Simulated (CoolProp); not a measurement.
Model: reference Helmholtz-energy equation of state, Platzer 1990, in CoolProp. This equation is an older, rougher fit; its heat capacities, sound speeds and derivatives of the liquid may be far off and weren't checked against measurements.

Problem. Give the vapour pressure (bar), liquid density (kg/m³), vapour Z, liquid viscosity (µPa s) of saturated CF4 (R14) at -114.85, -52.45 °C.

Solution. 
```
T (°C)   p (bar)  liquid density (kg/m³)  vapour Z  liquid viscosity (µPa s)
-------  -------  ----------------------  --------  ------------------------
-114.85     2.35                    1530     0.934                       186
-52.45      30.7                     985     0.519                      62.3
```

Viscosity comes from a separate model (Huber 2003), an estimate that may be off by 10 % or more.
